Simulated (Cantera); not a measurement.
What does this Cantera script print?

```python
import numpy as np
import cantera as ct

gas = ct.Solution("gri30.yaml", transport_model="multicomponent")
show = ['CO2', 'NO', 'CH3']

rows = []
print(f"{'T/K':>7s}{'rho':>11s}{'cp':>10s}{'mu':>11s}{'lambda':>11s}{'Pr':>7s}" + "".join(f"{'D_' + s:>11s}" for s in show))
for T in [400, 600, 800, 1000, 1200, 1400, 1600, 1800]:
    gas.TPX = T, 9600, {'C3H8': 0.2, 'C2H6': 0.61, 'C2H4': 0.78}
    Pr = gas.cp_mass * gas.viscosity / gas.thermal_conductivity
    D = [gas.mix_diff_coeffs_mole[gas.species_index(s)] for s in show]
    rows.append([gas.density, gas.cp_mass, gas.viscosity, gas.thermal_conductivity, Pr, *D])
    print(f"{T:7g}{gas.density:11.4e}{gas.cp_mass:10.1f}{gas.viscosity:11.4e}"
          f"{gas.thermal_conductivity:11.4e}{Pr:7.3f}" + "".join(f"{d:11.4e}" for d in D))
print("SI units: kg/m3, J/kg/K, Pa s, W/m/K, m2/s")
```

Result:

```
    T/K        rho        cp         mu     lambda     Pr      D_CO2       D_NO      D_CH3
    400 8.9036e-02    2031.3 1.2558e-05 3.3744e-02  0.756 1.9601e-04 2.6039e-04 2.8690e-04
    600 5.9358e-02    2764.5 1.7880e-05 6.5257e-02  0.757 4.1550e-04 5.3315e-04 5.9536e-04
    800 4.4518e-02    3308.9 2.2461e-05 9.8127e-02  0.757 6.9471e-04 8.7494e-04 9.8378e-04
   1000 3.5615e-02    3734.5 2.6531e-05 1.3099e-01  0.756 1.0261e-03 1.2781e-03 1.4428e-03
   1200 2.9679e-02    4048.4 3.0232e-05 1.6212e-01  0.755 1.4046e-03 1.7376e-03 1.9662e-03
   1400 2.5439e-02    4296.0 3.3654e-05 1.9184e-01  0.754 1.8269e-03 2.2496e-03 2.5496e-03
   1600 2.2259e-02    4489.7 3.6860e-05 2.1993e-01  0.752 2.2902e-03 2.8115e-03 3.1897e-03
   1800 1.9786e-02    4640.3 3.9894e-05 2.4636e-01  0.751 2.7927e-03 3.4208e-03 3.8838e-03
SI units: kg/m3, J/kg/K, Pa s, W/m/K, m2/s
```

Model: GRI-Mech 3.0 (53 species, 325 reactions), integrated in Cantera. The composition is frozen, though it would react at the higher temperatures.
